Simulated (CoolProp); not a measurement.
Vapour-liquid equilibrium of benzene (1) + octamethylcyclotetrasiloxane (D4) (2) at 168.75 °C; x and y are mole fractions of (1).

Computed with CoolProp (multi-fluid Helmholtz-energy mixture model, Thol 2012 and Thol 2015; pair parameters Bell 2016).

Give the bubble pressure and the first vapour's composition at x = 0.05, 0.5, 0.65. Is there an azeotrope?

x = 0.05: 0.1096 MPa, y = 0.253; x = 0.5: 0.4089 MPa, y = 0.879; x = 0.65: 0.5241 MPa, y = 0.931. No azeotrope shows between x = 0.05 and 0.95.

Pair parameters are fitted to limited data, so mixtures are less certain than the pure fluids.
